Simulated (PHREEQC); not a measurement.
Make-up at 55 °C: 0.13 mol KOH, 0.0012 mol KNO3 and 0.00043 mol KH2PO4 per kg of water. Closed to the air; pH follows from the charge balance.

Computed with PHREEQC (ion-association model, wateq4f.dat).

No solid was allowed to form.

Q: Estimate the pH.

A: pH 12.13.

Q: In which forms is P present?

A: PO4-3 80 %, HPO4-2 19 %, KHPO4- 1.5 % of the P.

Species that the database lacks are ignored. H3PO4, which wateq4f.dat lacks, is added to it with the constant of phreeqc.dat. At this temperature some constants are extrapolated from 25 °C, and those without enthalpy data are left unchanged.
